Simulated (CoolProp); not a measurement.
Vapour-liquid equilibrium of R22 (1) + methanol (2) at 0.0775 MPa; x and y are mole fractions of (1).

Values from CoolProp's multi-fluid Helmholtz-energy mixture model, Kamei 1995 and de Reuck 1993; pair parameters Bell 2016.

Question: Give the bubble temperature and the first vapour's composition at x = 0.05, 0.15, 0.45. Is there an azeotrope?

Answer: x = 0.05: 15.8 °C, y = 0.870; x = 0.15: -13.4 °C, y = 0.981; x = 0.45: -34.7 °C, y = 0.997. No azeotrope shows between x = 0.05 and 0.95.

The pair parameters rest on a limited set of measurements; away from them the model extrapolates. With so large a gap from Raoult's law the liquid may split in two, which this calculation doesn't test in full.
